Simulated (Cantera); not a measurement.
Source: NASA polynomial tables (part measured, part estimated), evaluated in Cantera. Values are per mole of reaction as written; species without (g) are pure solids or liquids, kept so even where they would boil at 1 bar.

Between 300 and 1475 K, where is each reaction favourable under standard conditions?
- C + 2 MgS ⇌ CS2(g) + 2 Mg(g)
- C + 2 MgS ⇌ 2 Mg + CS2(g)


- C + 2 MgS ⇌ CS2(g) + 2 Mg(g): ΔG° is 974 kJ at 300 K and 492 kJ at 1475 K; it stays positive (K < 1). ΔH° is 1076 kJ and ΔS° 396 J/K at 1475 K.
- C + 2 MgS ⇌ 2 Mg + CS2(g): ΔG° is 749 kJ at 300 K and 513 kJ at 1475 K; it stays positive (K < 1). ΔH° is 823 kJ and ΔS° 210 J/K at 1475 K.
